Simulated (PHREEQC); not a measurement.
Dissolve 170 mmol/kgw FeSO4, 0.23 mmol/kgw NiCl2, 67 mmol/kgw HCl and 1.2 mmol/kgw Na2SO4 at 18 °C. Closed to the air; pH follows from the charge balance.

Equilibrium calculation in PHREEQC: ion-association model, wateq4f.dat.

This is a speciation only: nothing precipitates in the calculation.

Task: Order these Ni species by the share of Ni that they hold, largest first: NiCl+, NiCl2, Ni+2, Ni(SO4)2-2, NiSO4.

Result: Ni+2 (56 %), NiSO4 (42 %), NiCl+ (2.4 %), NiCl2 (0.25 %), Ni(SO4)2-2 (0.14 %)

The pH is 1.75 and the ionic strength 0.403 mol/kgw. Species that the database lacks are ignored.
